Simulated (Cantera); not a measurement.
Input: 1 mol CuF2, 0.93 mol H2, 12 mol N2, equilibrated at 3.30 mbar.

Method: chemical equilibrium by Gibbs-energy minimisation in Cantera with the NASA 1993 tables (ideal gas, pure condensed phases). Candidate condensed phases: Cu, CuF2; 25 gas species. Equilibrium is a limit: real reactors are often held back by kinetics, nucleation or transport.

Task: What share of the Cu ends up in condensed phases as a function of T (°C), at 1000, 1075, 1150, 1225, 1300, 1375, 1450, 1525, 1600, 1675, 1750, 1825?

Result: 
| T (°C) | Cu condensed (%) | as |
|---|---|---|
| 1000 | 86.0 | Cu(s) |
| 1075 | 85.8 | Cu(s) |
| 1150 | 85.1 | Cu(l) |
| 1225 | 82.6 | Cu(l) |
| 1300 | 74.5 | Cu(l) |
| 1375 | 50.9 | Cu(l) |
| 1450 | 0.0 | - |
| 1525 | 0.0 | - |
| 1600 | 0.0 | - |
| 1675 | 0.0 | - |
| 1750 | 0.0 | - |
| 1825 | 0.0 | - |
